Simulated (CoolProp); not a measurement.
Carbon monoxide along the isobar 0.926 MPa: fugacity coefficient from the reference equation and from simpler models built on Tc = 132.9 K, pc = 3.498 MPa, ω = 0.050; each cubic takes its own stable root.

Model: reference Helmholtz-energy equation of state, Lemmon 2006, in CoolProp. It is a short technical equation, of lower accuracy than the large ones.

| T (K) | phase | reference | Redlich-Kwong | Peng-Robinson |
|---|---|---|---|---|
| 73.6 | liquid | 0.04041 | 0.03288 | 0.04177 |
| 96.7 | liquid | 0.4207 | 0.4204 | 0.4189 |
| 119.8 | gas | 0.8821 | 0.8806 | 0.8705 |
| 142.9 | gas | 0.9298 | 0.9282 | 0.9200 |
| 165.9 | gas | 0.9556 | 0.9542 | 0.9481 |
| 189 | gas | 0.9711 | 0.9698 | 0.9654 |
| 212.1 | gas | 0.9809 | 0.9796 | 0.9766 |
| 235.2 | gas | 0.9874 | 0.9861 | 0.9841 |
| 258.3 | gas | 0.9919 | 0.9905 | 0.9892 |
